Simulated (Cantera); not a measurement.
Standard-state values (1 bar) from the NASA 1993 polynomials, evaluated with Cantera. Values are per mole of reaction as written; species without (g) are pure solids or liquids, kept so even where they would boil at 1 bar.

Ta + H2O2(g) ⇌ 2 H(g) + TaO2(g)

```tsv
T (K)	ΔH° (kJ)	ΔS° (J/K)	ΔG° (kJ)	log10 K
1650	381.9	251.8	-33.6	1.06
1800	___	___	___	___
1950	380.8	251.2	-109.1	2.92
2100	379.9	250.8	-146.7	3.65
2250	378.8	250.3	-184.3	4.28
2400	377.4	249.7	-221.8	4.83
2550	___	___	___	___
2700	373.9	248.3	-296.5	5.74
```

Q: Fill in the missing entries.

A: 
- 1800, ΔH° (kJ): 381.5
- 1800, ΔS° (J/K): 251.6
- 1800, ΔG° (kJ): -71.4
- 1800, log10 K: 2.07
- 2550, ΔH° (kJ): 375.8
- 2550, ΔS° (J/K): 249.0
- 2550, ΔG° (kJ): -259.2
- 2550, log10 K: 5.31
